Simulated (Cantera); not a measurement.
A perfectly stirred reactor is fed with 0.228 % CH3OH, 0.427 % O2, 99.3 % N2, equivalence ratio 0.80, at 750 Torr; it is held at 1523 K, and followed from long to short residence time.

Computed with Cantera and GRI-Mech 3.0 (53 species, 325 reactions). GRI-Mech 3.0 was tuned for natural gas; its chemistry of methanol as a main component is partial and can be far from experiment.

One state of this run: x CH3OH = 4.98e-6; x O2 = 0.00159; x CH2 = 3.39e-8; x CO2 = 0.00122; x CO = 0.00104. x: mole fraction; the columns are a selection and need not sum to one.

Which value of τ (s) does it belong to?
(A) 0.072
(B) 0.0027
(C) 0.0012
(D) 0.032

B, 0.0027
